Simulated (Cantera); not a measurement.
A perfectly stirred reactor is fed with CO : O₂ : H₂O : N₂ = 0.0043 : 0.018 : 0.00079 : 1 (molar parts), at 80000 Pa; it is held at 1225 K, and followed from long to short residence time.

Model: GRI-Mech 3.0 (53 species, 325 reactions), integrated in Cantera.

Task: Predict: x(CO) at τ = 3.80 s; x(O₂) at τ = 3.80 s; x(H₂O) at τ = 3.80 s; x(NO) at τ = 3.80 s; x(OH) at τ = 3.80 s; x(CO) at τ = 62.0 ms; x(O₂) at τ = 62.0 ms; x(H₂O) at τ = 62.0 ms; x(NO) at τ = 62.0 ms; x(OH) at τ = 62.0 ms.

Result: 
| Quantity | Result |
|---|---|
| x(CO) at τ = 3.80 s | 8.81e-5 |
| x(O₂) at τ = 3.80 s | 0.0156 |
| x(H₂O) at τ = 3.80 s | 0.000771 |
| x(NO) at τ = 3.80 s | 9.69e-7 |
| x(OH) at τ = 3.80 s | 5.52e-6 |
| x(CO) at τ = 62.0 ms | 0.00121 |
| x(O₂) at τ = 62.0 ms | 0.0161 |
| x(H₂O) at τ = 62.0 ms | 0.000757 |
| x(NO) at τ = 62.0 ms | 1.63e-7 |
| x(OH) at τ = 62.0 ms | 1.76e-5 |
